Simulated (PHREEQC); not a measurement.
0.5 mol of Cd(OH)2 (Cd(OH)2) is brought to equilibrium with 1 kg of water holding 0.0021 mol/kgw Na2SO4, with rising amounts of AgNO3, at 25 °C. O2 is buffered at 0.21 atm. No CO2 enters from the air. Only these solids could form: Cd(OH)2, Ag2O, Ag2SO4, Mirabilite.

Equilibrium calculation in PHREEQC: ion-association model, wateq4f.dat.

```csv
AgNO3 added (mol),pH,dissolved Cd (mol/kgw),Ag2O (mol),Ag+ (mol/kgw),Cd+2 (mol/kgw),CdSO4 (mol/kgw)
0,9.40,1.47e-5,0,0,9.85e-6,3.01e-6
0.0208,8.23,0.00346,0.00345,0.0136,0.00298,0.000363
0.0417,8.04,0.00959,0.00957,0.0220,0.00854,0.000604
0.0625,7.94,0.0167,0.0167,0.0283,0.0150,0.000740
0.0833,7.87,0.0244,0.0244,0.0335,0.0219,0.000828
0.104,7.83,0.0324,0.0324,0.0380,0.0290,0.000892
0.146,7.76,0.0493,0.0493,0.0456,0.0436,0.000983
0.167,7.73,0.0580,0.0580,0.0489,0.0509,0.00102
0.188,7.71,0.0668,0.0668,0.0520,0.0583,0.00105
0.208,7.69,0.0752,0.0752,0.0547,0.0652,0.00107
0.229,7.67,0.0842,0.0842,0.0575,0.0724,0.00110
0.25,7.65,0.0932,0.0932,0.0601,0.0796,0.00112
```

Ag2O from AgNO3 added = 0.0208 mol (pH 8.23).
